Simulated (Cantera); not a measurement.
A freely propagating, adiabatic, planar premixed flame of 39.7 % H2, 15.3 % O2, 44.5 % N2, 0.437 % H2O, equivalence ratio 1.3, unburnt at 650 K and 2.70 bar; mixture-averaged transport, grid criteria slope 0.08 and curve 0.16, no radiation.

Detailed kinetics in Cantera: the H2/O2 subset of GRI-Mech 3.0, which has no nitrogen chemistry. The hydrogen kinetics of GRI-Mech 3.0 are dated; newer H2 mechanisms differ, most at raised pressure. Burning velocities carry a grid error of a few per cent, more on coarse grids.

x: mole fraction of selected species; z is measured from the peak of heat release.

| z (mm) | T (K) | u (m/s) | x H2 | x O2 | x O | x H2O | x HO2 | x H |
|---|---|---|---|---|---|---|---|---|
| -0.372 | 650 | 12.5 | 0.397 | 0.153 | <1e-8 | 0.00437 | <1e-8 | <1e-8 |
| -0.248 | 650 | 12.5 | 0.397 | 0.153 | <1e-8 | 0.00437 | <1e-8 | <1e-8 |
| -0.186 | 650 | 12.5 | 0.397 | 0.153 | <1e-8 | 0.00437 | <1e-8 | <1e-8 |
| -0.124 | 650 | 12.5 | 0.397 | 0.153 | <1e-8 | 0.00437 | (withheld) | 3.50e-8 |
| -0.0620 | 666 | 12.7 | 0.394 | 0.153 | 8.29e-6 | 0.00494 | (withheld) | 0.000157 |
| -0.0310 | 897 | 16.7 | 0.358 | 0.148 | 0.000463 | 0.0248 | (withheld) | 0.00718 |
| 0 | 1392 | 25.0 | 0.241 | 0.103 | 0.00594 | 0.123 | (withheld) | 0.0462 |
| 0.0310 | 1745 | 30.8 | 0.136 | 0.0393 | 0.0108 | 0.238 | (withheld) | 0.0779 |
| 0.0620 | 1914 | 33.5 | 0.109 | 0.0184 | 0.0110 | 0.276 | (withheld) | 0.0785 |
| 0.124 | 2088 | 36.1 | 0.106 | 0.0115 | 0.00937 | 0.292 | (withheld) | 0.0655 |
| 0.248 | 2264 | 38.7 | 0.108 | 0.00836 | 0.00688 | 0.305 | (withheld) | 0.0499 |
| 0.496 | 2431 | 41.0 | 0.108 | 0.00558 | 0.00444 | 0.319 | (withheld) | 0.0358 |
| 0.992 | 2570 | 42.8 | 0.107 | 0.00334 | 0.00255 | 0.332 | (withheld) | 0.0247 |

**Question.** Complete the blanks.

**Answer.** 
- -0.124, x HO2: 6.88e-7
- -0.0620, x HO2: 0.000347
- -0.0310, x HO2: 0.000474
- 0, x HO2: 0.000210
- 0.0310, x HO2: 7.45e-5
- 0.0620, x HO2: 3.22e-5
- 0.124, x HO2: 1.76e-5
- 0.248, x HO2: 1.11e-5
- 0.496, x HO2: 6.59e-6
- 0.992, x HO2: 3.72e-6
